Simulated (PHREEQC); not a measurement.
Make-up at 20 °C: 0.0099 mol/kgw Na2SO4, 0.39 mol/kgw MgSO4 and 0.031 mol/kgw LiCl. Closed to the air; pH follows from the charge balance.

Model: ion-association model, phreeqc.dat, run in PHREEQC.

| quantity | before | after |
|---|---|---|
| ionic strength (mol/kgw) | 0.670 | 0.0954 |
| MgSO4 (mol/kgw) | 0.235 | 0.0166 |
| SO4-2 (mol/kgw) | 0.159 | 0.0232 |
| Mg+2 (mol/kgw) | 0.155 | 0.0224 |
| Li+ (mol/kgw) | 0.0273 | 0.00298 |
| Na+ (mol/kgw) | 0.0172 | 0.00190 |
| SI of Halite (NaCl) | -5.18 | -7.01 |

### Question
Which change was made?
A) LiCl from 0.031 to 0.31 mol/kgw
B) LiCl from 0.031 to 0.0155 mol/kgw
C) LiCl from 0.031 to 0.062 mol/kgw
D) diluted 10-fold with water

### Answer
D, diluted 10-fold with water

This is a speciation only: nothing precipitates in the calculation.
